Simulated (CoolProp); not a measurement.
Vapour-liquid equilibrium of R13 (1) + R11 (2) at 145 kPa; x and y are mole fractions of (1).

The numbers come from the multi-fluid Helmholtz-energy mixture model, Platzer 1990 and Jacobsen 1992; pair parameters Bell 2016 in CoolProp. This equation is an older, rougher fit; its heat capacities, sound speeds and derivatives of the liquid may be far off and weren't checked against measurements.

```json
[
 {"x": "0.05", "bubble temperature, mixture model (°C)": "-8.1", "bubble temperature, Raoult's law (°C)": "1.9", "y, mixture model": "0.807", "y, Raoult's law": "0.714"},
 {"x": "0.2", "bubble temperature, mixture model (°C)": "-48.2", "bubble temperature, Raoult's law (°C)": "-35.7", "y, mixture model": "0.981", "y, Raoult's law": "0.964"},
 {"x": "0.35", "bubble temperature, mixture model (°C)": "-59.2", "bubble temperature, Raoult's law (°C)": "-50.6", "y, mixture model": "0.993", "y, Raoult's law": "0.989"},
 {"x": "0.5", "bubble temperature, mixture model (°C)": "-64.5", "bubble temperature, Raoult's law (°C)": "-59.3", "y, mixture model": "0.996", "y, Raoult's law": "0.995"},
 {"x": "0.65", "bubble temperature, mixture model (°C)": "-67.8", "bubble temperature, Raoult's law (°C)": "-65.3", "y, mixture model": "0.997", "y, Raoult's law": "0.998"},
 {"x": "0.8", "bubble temperature, mixture model (°C)": "-70.6", "bubble temperature, Raoult's law (°C)": "-69.8", "y, mixture model": "0.998", "y, Raoult's law": "0.999"},
 {"x": "0.95", "bubble temperature, mixture model (°C)": "-73.4", "bubble temperature, Raoult's law (°C)": "-73.4", "y, mixture model": "1.000", "y, Raoult's law": "1.000"}
]
```

The largest gap from Raoult's law is -12.5 K in bubble temperature, at x = 0.2. No azeotrope shows between x = 0.05 and 0.95.

Pair parameters are fitted to limited data, so mixtures are less certain than the pure fluids. With so large a gap from Raoult's law the liquid may split in two, which this calculation doesn't test in full.
